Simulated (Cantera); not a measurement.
An isothermal, constant-pressure homogeneous reactor starts with 64.0 % CH4, 36.0 % H2O, at 1873 K and 0.630 bar.

Cantera simulation using GRI-Mech 3.0 (53 species, 325 reactions); the numbers are that mechanism's predictions, not measurements. GRI-Mech 3.0 stops at C3 and has no aromatics, soot or wall deposition, so with more carbon than oxygen in the feed, carbon stays in small species such as C2H2 where larger ones or solid carbon would form.

x: mole fraction; the columns are a selection and need not sum to one.

```csv
t (s),x CH4,x H2O,x CH2O,x CH2CO,x O
0.000900,0.200,0.261,1.49e-5,0.000102,5.71e-9
0.00181,0.122,0.239,8.24e-6,0.000110,4.77e-9
0.00365,0.0700,0.220,4.46e-6,0.000108,4.37e-9
0.00734,0.0399,0.200,2.43e-6,9.97e-5,4.22e-9
0.0148,0.0262,0.174,1.42e-6,8.21e-5,3.93e-9
0.0297,?,?,?,?,?
0.0598,0.0167,0.0969,4.51e-7,3.41e-5,2.42e-9
0.120,0.0124,0.0566,1.97e-7,1.64e-5,1.50e-9
0.242,0.00839,0.0251,7.84e-8,6.19e-6,7.06e-10
0.488,0.00533,0.00679,4.15e-8,1.64e-6,1.98e-10
0.981,0.00384,0.000652,3.53e-8,3.18e-7,1.92e-11
1.98,0.00364,7.58e-6,3.49e-8,1.82e-7,<1e-12
3.97,0.00364,9.84e-7,3.49e-8,1.81e-7,<1e-12
8.00,0.00364,9.84e-7,3.49e-8,1.81e-7,<1e-12
```

Task: Complete the blanks.

Result: 
- 0.0297, x CH4: 0.0207
- 0.0297, x H2O: 0.138
- 0.0297, x CH2O: 8.52e-7
- 0.0297, x CH2CO: 5.79e-5
- 0.0297, x O: 3.28e-9
